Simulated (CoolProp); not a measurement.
Vapour-liquid equilibrium of benzene (1) + n-dodecane (2) at 473.7 K; x and y are mole fractions of (1).

The numbers come from the multi-fluid Helmholtz-energy mixture model, Thol 2012 and Lemmon 2004; pair parameters Bell 2016 in CoolProp.

```tsv
x	bubble pressure (kPa)	y at the bubble point	dew pressure at overall composition x (kPa)	liquid density (mol/L)
0.05	112.7	0.405	…	…
0.125	…	0.661	78.11	…
0.2	273.7	0.780	85.15	4.074
0.275	…	0.845	…	4.294
0.35	461.8	0.886	103.7	4.535
0.425	561.4	…	116.4	4.800
0.5	663.6	0.933	132.5	5.094
0.575	768.4	0.948	153.7	5.423
0.65	876.4	0.961	183.1	5.793
0.725	988.8	0.971	226.4	6.213
0.8	1107	0.980	296.9	6.694
0.875	1231	0.988	431.7	7.252
0.95	1361	0.996	780.4	7.906
```

Q: What belongs in the gaps?

A: 
- 0.05, dew pressure at overall composition x (kPa): 72.12
- 0.05, liquid density (mol/L): 3.687
- 0.125, bubble pressure (kPa): 188.6
- 0.125, liquid density (mol/L): 3.873
- 0.275, bubble pressure (kPa): 365.5
- 0.275, dew pressure at overall composition x (kPa): 93.54
- 0.425, y at the bubble point: 0.913

No azeotrope shows between x = 0.05 and 0.95.

Pair parameters are fitted to limited data, so mixtures are less certain than the pure fluids.
